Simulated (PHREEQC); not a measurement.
Make-up at 25 °C: 0.0025 mol H2SO4, 0.00014 mol Al(NO3)3 and 1.2e-05 mol CO2 per kg of water. Closed to the air; pH follows from the charge balance.

Model: ion-association model, wateq4f.dat, run in PHREEQC.

Each row changes one thing in this solution. Precipitation was switched off in this run.

```
case                                         pH  ionic strength (mol/kgw)  SO4-2 (mol/kgw)  HSO4- (mol/kgw)  AlSO4+ (mol/kgw)  Al+3 (mol/kgw)  SI of Gibbsite (Al(OH)3)  SI of Boehmite (AlOOH)
-----------------------------------------  ----  ------------------------  ---------------  ---------------  ----------------  --------------  ------------------------  ----------------------
as made                                    2.39                   0.00661          0.00183         0.000567           9.41e-5         4.19e-5                     -5.63                   -6.10
diluted 2-fold with water                  2.66                   0.00355          0.00103         0.000180           4.20e-5         2.68e-5                     -4.93                   -5.41
0.00069 mol/kgw HCl added                  2.33                       ___          0.00178         0.000622           9.24e-5         4.38e-5                     -5.79                   -6.26
Al(NO3)3 from 0.00014 to 0.00028 mol/kgw   2.38                   0.00692          0.00176              ___          0.000185         8.73e-5                     -5.32                   -5.79
diluted 100-fold with water                4.30                       ___          2.48e-5          1.16e-7           7.52e-8         1.09e-6                     -1.20                   -1.68
Al(NO3)3 from 0.00014 to 0.000154 mol/kgw  2.39                   0.00664          0.00182         0.000565          0.000103         4.62e-5                     -5.59                   -6.06
H2SO4 from 0.0025 to 0.00375 mol/kgw       2.23                   0.00928          0.00255              ___           9.84e-5         3.61e-5                     -6.20                   -6.68
H2SO4 from 0.0025 to 0.025 mol/kgw         1.53                    0.0441          0.00934           0.0155          0.000102         2.34e-5                     -8.75                   -9.22
Al(NO3)3 from 0.00014 to 0.000126 mol/kgw  2.39                   0.00658          0.00184         0.000570           8.49e-5         3.75e-5                     -5.68                   -6.15
```

What belongs in the gaps?


- 0.00069 mol/kgw HCl added, ionic strength (mol/kgw): 0.00720
- Al(NO3)3 from 0.00014 to 0.00028 mol/kgw, HSO4- (mol/kgw): 0.000544
- diluted 100-fold with water, ionic strength (mol/kgw): 8.22e-5
- H2SO4 from 0.0025 to 0.00375 mol/kgw, HSO4- (mol/kgw): 0.00109
